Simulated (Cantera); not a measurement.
An adiabatic, constant-pressure homogeneous reactor starts with H2 : O2 : N2 = 1 : 0.385 : 4.62 (molar parts), equivalence ratio 1.3, at 1125 K and 500000 Pa.

Detailed kinetics in Cantera: GRI-Mech 3.0 (53 species, 325 reactions). The hydrogen kinetics of GRI-Mech 3.0 are dated; newer H2 mechanisms differ, most at raised pressure.

Question: Predict: time of steepest temperature rise; temperature at 8.00 s; equilibrium temperature; x(H2) at 8.00 s; x(O2) at 8.00 s.

Answer: 
```json
{
  "time_of_steepest_temperature_rise": "0.220 ms",
  "temperature at 8.00 s": "2052 K",
  "equilibrium_temperature": "2052 K",
  "x(H2) at 8.00 s": "0.0409 (gas-phase equilibrium 0.0409)",
  "x(O2) at 8.00 s": "4.10e-7 (gas-phase equilibrium 4.10e-7)"
}
```
